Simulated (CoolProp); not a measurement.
Ethylbenzene along the isotherm 461 K: fugacity coefficient from the reference equation and from simpler models built on Tc = 617.1 K, pc = 3622 kPa, ω = 0.304; each cubic takes its own stable root.

The numbers come from the reference Helmholtz-energy equation of state, Zhou 2012 in CoolProp.

```json
[
 {"p (kPa)": "151", "phase": "gas", "reference": "0.9593"},
 {"p (kPa)": "302", "phase": "gas", "reference": "0.9185"},
 {"p (kPa)": "453", "phase": "liquid", "reference": "0.6838"},
 {"p (kPa)": "604", "phase": "liquid", "reference": "0.5159"},
 {"p (kPa)": "755", "phase": "liquid", "reference": "0.4152"},
 {"p (kPa)": "906", "phase": "liquid", "reference": "0.3480"},
 {"p (kPa)": "1060", "phase": "liquid", "reference": "0.2993"},
 {"p (kPa)": "1210", "phase": "liquid", "reference": "0.2637"},
 {"p (kPa)": "1360", "phase": "liquid", "reference": "0.2360"},
 {"p (kPa)": "1510", "phase": "liquid", "reference": "0.2138"},
 {"p (kPa)": "1660", "phase": "liquid", "reference": "0.1956"},
 {"p (kPa)": "1810", "phase": "liquid", "reference": "0.1805"}
]
```

Q: How far does each simpler model (van der Waals, Redlich-Kwong, Soave-Redlich-Kwong) lie from the reference over these 12 states: mean and median of the absolute difference, and the worst?

A: 
- van der Waals: mean 115.2 %, median 155.2 %, worst +171.1 % at 461 K and 1810 kPa
- Redlich-Kwong: mean 43.2 %, median 53.4 %, worst +54.4 % at 461 K and 1810 kPa
- Soave-Redlich-Kwong: mean 2.3 %, median 2.4 %, worst +2.9 % at 461 K and 1810 kPa

At some of these states van der Waals, Redlich-Kwong gives the other phase, because its saturation line lies elsewhere.
